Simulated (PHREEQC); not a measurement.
Dissolve 0.0067 mol/kgw NH3, 0.014 mol/kgw K2SO4 and 0.012 mol/kgw KH2PO4 at 25 °C. Closed to the air; pH follows from the charge balance.

Model: ion-association model, phreeqc.dat, run in PHREEQC.

This is a speciation only: nothing precipitates in the calculation.

Question: Order these N species by the share of N that they hold, largest first: NH3, NH4+, NH4SO4-.

Answer: NH4+ (93 %), NH4SO4- (6.1 %), NH3 (0.43 %)

Question: Order these P species by the share of P that they hold, largest first: HPO4-2, KHPO4-, H2PO4-.

Answer: HPO4-2 (54 %), H2PO4- (44 %), KHPO4- (1.7 %)

The pH is 7.02 and the ionic strength 0.0633 mol/kgw.
